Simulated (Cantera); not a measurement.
## Reactions in the system H-Ni-S

Cantera with NASA thermochemical tables; ideal gases at 1 bar, condensed phases pure. Values are per mole of reaction as written; species without (g) are pure solids or liquids, kept so even where they would boil at 1 bar.

3 Ni + 4 H₂S(g) → 4 H₂(g) + Ni₃S₄

```csv
T (K),ΔH° (kJ),ΔS° (J/K),ΔG° (kJ),log10 K
300,-219.0,-203.1,-158.1,27.52
350,-215.7,-192.9,-148.2,22.11
400,-212.3,-183.9,-138.8,18.12
450,-208.9,-175.8,-129.8,15.06
500,-205.4,-168.4,-121.2,12.66
550,-201.9,-161.7,-112.9,10.72
```

NiS₂ + 2 NiS → Ni₃S₄

| T (K) | ΔH° (kJ) | ΔS° (J/K) | ΔG° (kJ) | log10 K |
|---|---|---|---|---|
| 300 | 6.0 | 8.5 | 3.4 | -0.60 |
| 350 | 6.1 | 8.7 | 3.0 | -0.45 |
| 400 | 6.3 | 9.3 | 2.6 | -0.33 |
| 450 | 6.6 | 10.1 | 2.1 | -0.24 |
| 500 | 7.2 | 11.3 | 1.5 | -0.16 |
| 550 | 7.9 | 12.7 | 0.9 | -0.09 |
